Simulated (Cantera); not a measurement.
A Cantera script and its output.

```python
import numpy as np
import cantera as ct

gas = ct.Solution("h2o2.yaml")
gas.TPX = 1325, 2666, {'H2': 0.04, 'O2': 0.35}
reactor = ct.IdealGasConstPressureReactor(gas, energy="off", clone=False)
net = ct.ReactorNet([reactor])
net.rtol, net.atol = 1e-08, 1e-18
show = ['H2', 'O2', 'HO2', 'OH', 'O', 'H', 'H2O2']
times = np.geomspace(1e-06, 50, 13)

steps = ct.SolutionArray(gas, extra=["t"])
rows = []
print(f"{'t/s':>10s}{'T/K':>9s}{'P/Pa':>11s}" + "".join(f"{s:>11s}" for s in show))
for t in times:
    while net.time < t:
        t_next = net.step()
        steps.append(gas.state, t=t_next)
    rows.append([np.interp(t, steps.t, y) for y in (steps.T, steps.P, *steps(*show).X.T)])
    print(f"{t:10.3e}{rows[-1][0]:9.1f}{rows[-1][1]:11.4g}" + "".join(f"{x:11.3e}" for x in rows[-1][2:]))
rate = np.gradient(steps.T, steps.t)
print("integrator steps:", len(steps.t))
if steps.T.max() > steps.T[0] + 200:
    print(f"time of steepest temperature rise: {steps.t[rate.argmax()]:.4e} s")
gas.TPX = 1325, 2666, {'H2': 0.04, 'O2': 0.35}
gas.equilibrate("TP")
print(f"equilibrium (TP): T = {gas.T:.1f} K  " + "  ".join(f"{s} {gas[s].X[0]:.3e}" for s in show))
```

Result:

```
       t/s      T/K       P/Pa         H2         O2        HO2         OH          O          H       H2O2
 1.000e-06   1325.0       2666  1.026e-01  8.974e-01  1.436e-09  4.957e-11  5.003e-11  1.387e-09  3.244e-14
 4.381e-06   1325.0       2666  1.026e-01  8.974e-01  6.291e-09  8.375e-10  8.708e-10  5.514e-09  6.209e-13
 1.919e-05   1325.0       2666  1.026e-01  8.974e-01  2.757e-08  1.102e-08  1.274e-08  2.072e-08  1.185e-11
 8.409e-05   1325.0       2666  1.026e-01  8.974e-01  1.215e-07  2.167e-07  2.875e-07  2.360e-07  2.242e-10
 3.684e-04   1325.0       2666  9.674e-02  8.934e-01  4.233e-06  1.662e-03  2.300e-03  1.784e-03  2.344e-08
 1.614e-03   1325.0       2666  2.807e-03  8.305e-01  8.315e-06  8.516e-03  5.281e-02  1.801e-02  2.691e-07
 7.071e-03   1325.0       2666  1.570e-03  8.600e-01  7.581e-06  6.462e-03  2.749e-02  6.865e-03  2.679e-07
 3.098e-02   1325.0       2666  2.497e-04  8.866e-01  3.602e-06  2.605e-03  4.165e-03  4.067e-04  1.559e-07
 1.357e-01   1325.0       2666  1.767e-05  8.913e-01  5.681e-07  6.984e-04  2.941e-04  7.658e-06  4.216e-08
 5.946e-01   1325.0       2666  1.681e-06  8.918e-01  8.522e-08  2.168e-04  2.821e-05  2.278e-07  9.236e-09
 2.605e+00   1325.0       2666  2.550e-07  8.918e-01  4.608e-08  8.474e-05  4.310e-06  1.361e-08  2.214e-09
 1.141e+01   1325.0       2666  9.783e-08  8.919e-01  5.807e-08  5.254e-05  1.657e-06  3.259e-09  1.125e-09
 5.000e+01   1325.0       2666  9.466e-08  8.919e-01  5.873e-08  5.168e-05  1.603e-06  3.102e-09  1.103e-09
integrator steps: 1963
equilibrium (TP): T = 1325.0 K  H2 9.466e-08  O2 8.919e-01  HO2 5.873e-08  OH 5.168e-05  O 1.603e-06  H 3.102e-09  H2O2 1.103e-09
```

Model: the H2/O2 subset of GRI-Mech 3.0, which has no nitrogen chemistry, integrated in Cantera. Radical loss at walls, strong at low pressure, is not modelled. The temperature is held fixed by assumption; the heat of reaction is taken as removed at once.
